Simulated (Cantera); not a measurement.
# Gas-phase reforming

An isothermal, constant-pressure homogeneous reactor starts with CH4 : CO2 = 1 : 0.41 (molar parts), at 1275 K and 16000 Pa.

Computed with Cantera and GRI-Mech 3.0 (53 species, 325 reactions). GRI-Mech 3.0 stops at C3 and has no aromatics, soot or wall deposition, so with more carbon than oxygen in the feed, carbon stays in small species such as C2H2 where larger ones or solid carbon would form.

| t (s) | x CH4 | x CO2 | x H2O | x H | x OH | x HO2 | x C2H |
|---|---|---|---|---|---|---|---|
| 1.00e-5 | 0.709 | 0.291 | 7.77e-12 | 3.49e-10 | <1e-12 | <1e-12 | <1e-12 |
| 3.15e-5 | 0.709 | 0.291 | 2.69e-11 | 3.49e-10 | <1e-12 | <1e-12 | <1e-12 |
| 9.92e-5 | 0.709 | 0.291 | 8.73e-11 | 3.49e-10 | <1e-12 | <1e-12 | <1e-12 |
| 0.000312 | 0.709 | 0.291 | 2.78e-10 | 3.49e-10 | <1e-12 | <1e-12 | <1e-12 |
| 0.000984 | 0.709 | 0.291 | 8.77e-10 | 3.49e-10 | <1e-12 | <1e-12 | <1e-12 |
| 0.00310 | 0.709 | 0.291 | 2.77e-9 | 3.52e-10 | <1e-12 | <1e-12 | <1e-12 |
| 0.00976 | 0.709 | 0.291 | 8.93e-9 | 3.73e-10 | <1e-12 | <1e-12 | <1e-12 |
| 0.0307 | 0.709 | 0.291 | 3.04e-8 | 4.17e-10 | <1e-12 | <1e-12 | <1e-12 |
| 0.0968 | 0.709 | 0.291 | 1.05e-7 | 4.69e-10 | <1e-12 | <1e-12 | <1e-12 |
| 0.305 | 0.709 | 0.291 | 4.06e-7 | 6.71e-10 | <1e-12 | <1e-12 | <1e-12 |
| 0.960 | 0.708 | 0.291 | 2.27e-6 | 1.61e-9 | 1.46e-12 | <1e-12 | <1e-12 |
| 3.02 | 0.705 | 0.290 | 2.15e-5 | 5.85e-9 | 5.55e-12 | <1e-12 | <1e-12 |
| 9.53 | 0.694 | 0.288 | 0.000240 | 2.07e-8 | 2.27e-11 | <1e-12 | 1.66e-12 |
| 30.0 | 0.661 | 0.281 | 0.00237 | 6.14e-8 | 9.54e-11 | <1e-12 | 7.12e-12 |
x: mole fraction; the columns are a selection and need not sum to one.

Equilibrium at this temperature and pressure: CH4 0.146, CO2 2.77e-7, H2O 6.43e-7, H 1.27e-6, OH <1e-12, HO2 <1e-12, C2H 3.62e-11 (gas phase only).
